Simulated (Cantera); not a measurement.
An isothermal, constant-pressure homogeneous reactor starts with NO : N₂ = 1 : 0.59 (molar parts), at 1623 K and 165 Torr. Integrator tolerance rtol = 1e-08.

Computed with Cantera and GRI-Mech 3.0 (53 species, 325 reactions).

What does this change do: temperature 1623 to 1973 K?


| quantity | before | after |
|---|---|---|
| x(NO) at 20.0 s | 0.511 (gas-phase equilibrium 0.00244) | 0.0124 (gas-phase equilibrium 0.00806) |
| x(N₂O) at 20.0 s | 8.99e-5 (gas-phase equilibrium 6.33e-8) | 2.28e-7 (gas-phase equilibrium 1.98e-7) |
| x(N₂) at 20.0 s | 0.430 (gas-phase equilibrium 0.684) | 0.679 (gas-phase equilibrium 0.681) |
| x(O) at 20.0 s | 1.05e-5 (gas-phase equilibrium 2.28e-5) | 0.000646 (gas-phase equilibrium 0.000648) |
| x(NO₂) at 20.0 s | 0.000482 (gas-phase equilibrium 5.28e-6) | 1.27e-5 (gas-phase equilibrium 8.28e-6) |

What does this change do: pressure from 165 Torr to 100.0 Torr?


```
quantity                                            before                                     after
----------------  ----------------------------------------  ----------------------------------------
x(NO) at 20.0 s      0.511 (gas-phase equilibrium 0.00244)     0.552 (gas-phase equilibrium 0.00244)
x(N₂O) at 20.0 s   8.99e-5 (gas-phase equilibrium 6.33e-8)  0.000104 (gas-phase equilibrium 4.93e-8)
x(N₂) at 20.0 s        0.430 (gas-phase equilibrium 0.684)       0.410 (gas-phase equilibrium 0.684)
x(O) at 20.0 s     1.05e-5 (gas-phase equilibrium 2.28e-5)   1.13e-5 (gas-phase equilibrium 2.93e-5)
x(NO₂) at 20.0 s  0.000482 (gas-phase equilibrium 5.28e-6)  0.000329 (gas-phase equilibrium 4.11e-6)
```

What does this change do: temperature 1623 to 1998 K?


| quantity | before | after |
|---|---|---|
| x(NO) at 20.0 s | 0.511 (gas-phase equilibrium 0.00244) | 0.0102 (gas-phase equilibrium 0.00863) |
| x(N₂O) at 20.0 s | 8.99e-5 (gas-phase equilibrium 6.33e-8) | 2.21e-7 (gas-phase equilibrium 2.12e-7) |
| x(N₂) at 20.0 s | 0.430 (gas-phase equilibrium 0.684) | 0.680 (gas-phase equilibrium 0.681) |
| x(O) at 20.0 s | 1.05e-5 (gas-phase equilibrium 2.28e-5) | 0.000785 (gas-phase equilibrium 0.000786) |
| x(NO₂) at 20.0 s | 0.000482 (gas-phase equilibrium 5.28e-6) | 9.99e-6 (gas-phase equilibrium 8.49e-6) |
